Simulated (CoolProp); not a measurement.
C3F8 (R218) along the isotherm 265.9 K: fugacity coefficient from the reference equation and from simpler models built on Tc = 345.0 K, pc = 2.640 MPa, ω = 0.317; each cubic takes its own stable root.

Model: reference Helmholtz-energy equation of state, Lemmon 2006, in CoolProp. It is a short technical equation, of lower accuracy than the large ones.

```csv
p (MPa),phase,reference
0.0417,gas,0.9870
0.063,gas,0.9804
0.095,gas,0.9704
0.143,gas,0.9553
0.216,gas,0.9323
0.492,liquid,0.5988
0.742,liquid,0.4027
1.12,liquid,0.2726
1.69,liquid,0.1866
2.55,liquid,0.1299
3.84,liquid,0.09273
5.8,liquid,0.06851
8.75,liquid,0.05347
13.2,liquid,0.04521
```

Problem. How far does each simpler model (van der Waals, Redlich-Kwong) lie from the reference over these 14 states: mean and median of the absolute difference, and the worst?

Solution. 
- van der Waals: mean 95.6 %, median 122.3 %, worst +230.5 % at 265.9 K and 13.2 MPa
- Redlich-Kwong: mean 31.6 %, median 46.3 %, worst +55.1 % at 265.9 K and 13.2 MPa

At some of these states van der Waals, Redlich-Kwong gives the other phase, because its saturation line lies elsewhere.
